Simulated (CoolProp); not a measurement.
Saturation properties of o-xylene (Tc = 630.3 K, pc = 3.737 MPa, ω = 0.312).

Computed with CoolProp (reference Helmholtz-energy equation of state, Zhou 2012).

```
T (K)    p (MPa)  liquid density (kg/m³)  vapour density (kg/m³)  enthalpy of vaporisation (kJ/kg)  vapour viscosity (µPa s)
-----  ---------  ----------------------  ----------------------  --------------------------------  ------------------------
292.8  0.0006495                   880.5                 0.02836                             411.9                      6.54
299.9  0.0009925                   874.5                 0.04232                             408.1                      6.67
306.9   0.001474                   868.6                 0.06145                             404.4                      6.79
314     0.002154                   862.5                 0.08786                             400.6                      6.93
321     0.003072                   856.6                  0.1227                             396.9                      7.06
328.1   0.004323                   850.5                  0.1691                             393.1                      7.19
335.2   0.005979                   844.4                  0.2293                             389.3                      7.33
342.2   0.008106                   838.3                  0.3050                             385.6                      7.47
349.3    0.01087                   832.1                  0.4016                             381.8                      7.61
356.3    0.01433                   826.0                  0.5201                             378.0                      7.75
363.4    0.01872                   819.7                  0.6678                             374.1                      7.89
370.5    0.02416                   813.3                  0.8479                             370.2                      8.04
377.5    0.03072                   807.0                   1.062                             366.3                      8.18
384.6    0.03879                   800.5                   1.321                             362.3                      8.33
```

It boils at 417.5 K under 1 atm.

Viscosity comes from a separate model (Cao 2016).
